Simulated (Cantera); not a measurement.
A freely propagating, adiabatic, planar premixed flame of 45.5 % H₂, 15.1 % O₂, 39.4 % N₂, equivalence ratio 1.5, unburnt at 650 K and 290000 Pa; mixture-averaged transport, grid criteria slope 0.08 and curve 0.16, no radiation.

Cantera simulation using the H2/O2 subset of GRI-Mech 3.0, which has no nitrogen chemistry; the numbers are that mechanism's predictions, not measurements. The hydrogen kinetics of GRI-Mech 3.0 are dated; newer H2 mechanisms differ, most at raised pressure. Burning velocities carry a grid error of a few per cent, more on coarse grids.

Task: Predict: laminar burning velocity; thermal thickness; peak x(O); peak x(OH); peak x(H₂O₂).

Result: 
| Property | Value |
|---|---|
| laminar burning velocity | 1400 cm/s |
| thermal thickness | 0.110 mm |
| peak x(O) | 0.00917 |
| peak x(OH) | 0.0189 |
| peak x(H₂O₂) | 2.62e-5 |
